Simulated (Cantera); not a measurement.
Feed: 1 mol TEOS, 1.6 mol O3, 0.47 mol H2, equilibrated at 650 °C and 6.38 Torr.

Equilibrium computed with Cantera from the NASA thermochemical tables; the gas is ideal and each condensed phase is pure. Candidate condensed phases: C, C6H6, C7H8, C8H18, H2O, Si, SiC, SiO2; 123 gas species. The feed counts by its element totals alone. Kinetics and transport are ignored.

What is the equilibrium state?


| Item | Value |
|---|---|
| x(H2) | 0.606 |
| x(CO) | 0.386 |
| x(CO2) | 0.00398 |
| x(H2O) | 0.00306 |
| x(CH4) | 0.000726 |
| n(C(graphite)) | 1.31 mol |
| n(SiO2(β-quartz)) | 1.00 mol |
| gas amount | 17.14 mol |
| log10 activity of Si(s) (absent) | -15.21 |
